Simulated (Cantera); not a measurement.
Input (Python, Cantera):

```python
import numpy as np
import cantera as ct

gas = ct.Solution("gri30.yaml")
gas.TPX = 600, 460000, {'CH4': 1, 'CO': 0.045, 'O2': 1.69, 'N2': 6.34}
flame = ct.FreeFlame(gas, width=0.014)
flame.set_refine_criteria(ratio=3, slope=0.08, curve=0.16)
flame.transport_model = "mixture-averaged"
flame.solve(loglevel=0, auto=True)
z, T = flame.grid, flame.T
thick = (T[-1] - T[0]) / np.gradient(T, z).max()
show = ['CH4', 'CO', 'O2', 'HCO', 'CH2O', 'CH2']
print(f"laminar burning velocity  {flame.velocity[0] * 100:.3f} cm/s")
print(f"burnt temperature         {T[-1]:.1f} K")
print(f"thermal thickness         {thick * 1e3:.4f} mm")
print(f"grid points               {len(z)}")
z0 = z[flame.heat_release_rate.argmax()]
print(f"{'z/mm':>9s}{'T/K':>9s}{'u/(m/s)':>9s}" + "".join(f"{s:>11s}" for s in show))
rows = []
for k in (-3, -2, -1.5, -1, -0.5, -0.25, 0, 0.25, 0.5, 1, 2, 4, 8):
    zz = z0 + k * thick
    rows.append([k * thick, np.interp(zz, z, T), np.interp(zz, z, flame.velocity),
                 *(np.interp(zz, z, flame.X[gas.species_index(s)]) for s in show)])
    print(f"{rows[-1][0] * 1e3:9.3f}{rows[-1][1]:9.1f}{rows[-1][2]:9.3f}" + "".join(f"{x:11.3e}" for x in rows[-1][3:]))
```

Result:

```
laminar burning velocity  70.483 cm/s
burnt temperature         2358.1 K
thermal thickness         0.1098 mm
grid points               152
     z/mm      T/K  u/(m/s)        CH4         CO         O2        HCO       CH2O        CH2
   -0.329    600.5    0.707  1.099e-01  4.958e-03  1.858e-01  1.763e-17  3.298e-07  1.547e-18
   -0.220    606.7    0.716  1.090e-01  5.065e-03  1.848e-01  4.273e-14  6.613e-06  4.883e-15
   -0.165    623.8    0.739  1.073e-01  5.429e-03  1.831e-01  1.548e-12  2.977e-05  1.579e-13
   -0.110    728.4    0.871  9.924e-02  8.217e-03  1.744e-01  5.354e-10  2.460e-04  4.870e-11
   -0.055   1187.2    1.443  6.637e-02  2.443e-02  1.320e-01  5.966e-07  1.268e-03  8.919e-08
   -0.027   1601.8    1.966  3.555e-02  4.263e-02  8.765e-02  9.902e-06  1.284e-03  5.479e-06
    0.000   1983.0    2.451  8.567e-03  6.018e-02  4.007e-02  2.966e-05  5.543e-04  6.468e-05
    0.027   2154.8    2.660  7.254e-04  6.155e-02  1.410e-02  1.342e-05  1.092e-04  3.732e-05
    0.055   2206.7    2.714  3.780e-05  5.552e-02  5.873e-03  1.500e-06  8.699e-06  3.568e-06
    0.110   2252.2    2.759  1.646e-07  4.983e-02  2.508e-03  2.122e-07  4.673e-08  2.031e-08
    0.220   2296.0    2.805  6.186e-11  4.799e-02  1.280e-03  1.372e-07  2.252e-09  8.596e-12
    0.439   2330.0    2.842  2.039e-13  4.754e-02  5.690e-04  8.452e-08  2.160e-09  3.130e-14
    0.878   2348.8    2.862  2.852e-13  4.733e-02  2.407e-04  5.344e-08  2.130e-09  2.350e-14
```

Model: GRI-Mech 3.0 (53 species, 325 reactions), integrated in Cantera. Burning velocities carry a grid error of a few per cent, more on coarse grids.
